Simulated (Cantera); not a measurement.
Cantera run:

```python
import numpy as np
import cantera as ct

gas_names = [...]  # 87 gases of nasa_gas.yaml made of C, H, Si
cond_names = """
    C(gr) C6H6(L) C7H8(L) C8H18(L),n-octa Si(cr) Si(L) SiC(b)
""".split()


# ... load() reads the species with a 1 bar reference pressure and builds the phases ...
atoms = {
    'Si(CH3)4': {'Si': 1, 'C': 4, 'H': 12},
    'C2H2': {'C': 2, 'H': 2},
    'H2': {'H': 2},
}
top_T = {'C(gr)': 4500, 'SiC(b)': 3050}  # K; cautious upper limits of use, not melting points


# ... equilibrate(T, P, feed) seeds the gas with the atoms and calls Mixture.equilibrate('TP', solver="vcs", rtol=1e-11, max_steps=5000) ...
results = []
feed = {'Si(CH3)4': 1, 'C2H2': 0.12, 'H2': 61}  # mol
P = 4600  # Pa
for T in [1075, 1225, 1375, 1525, 1675, 1825, 1975]:
    mix = equilibrate(T, P, feed)
    results.append((T, P, feed, dict(zip(mix.species_names, mix.species_moles))))

top = {s: max(r[3][s] / sum(r[3][g] for g in gas_names) for r in results) for s in gas_names}
cols = sorted((s for s in top if top[s] > 0.0001), key=lambda s: -top[s])[:7]
seen = [c for c in cond_names if any(r[3].get(c, 0) > 1e-12 for r in results)]
print("log10 of partial pressures in bar; condensed amounts in mol")
print(f"{'T/K':>10s}" + "".join(f"{s[:9]:>10s}" for s in cols + seen))
for T, P, feed, n in results:
    ng = sum(n[g] for g in gas_names)
    print(f"{T:10.4g}" + "".join(f"{np.log10(max(n[s] / ng * P / 1e5, 1e-99)):10.3f}" for s in cols)
          + "".join(f"{n.get(c, 0):10.4g}" for c in seen))
```

Output:

```
log10 of partial pressures in bar; condensed amounts in mol
       T/K        H2         H       CH4 C2H2,acet     C(gr)    SiC(b)
      1075    -1.338    -8.502    -4.022    -9.462     3.102         1
      1225    -1.338    -7.175    -4.557    -8.127     3.199         1
      1375    -1.337    -6.134    -4.978    -7.087     3.224         1
      1525    -1.337    -5.295    -5.317    -6.255     3.231         1
      1675    -1.338    -4.604    -5.594    -5.574     3.228         1
      1825    -1.338    -4.025    -5.826    -5.006     3.209    0.9997
      1975    -1.340    -3.534    -6.024    -4.528     3.155    0.9968
```

Equilibrium computed with Cantera from the NASA thermochemical tables; the gas is ideal and each condensed phase is pure.
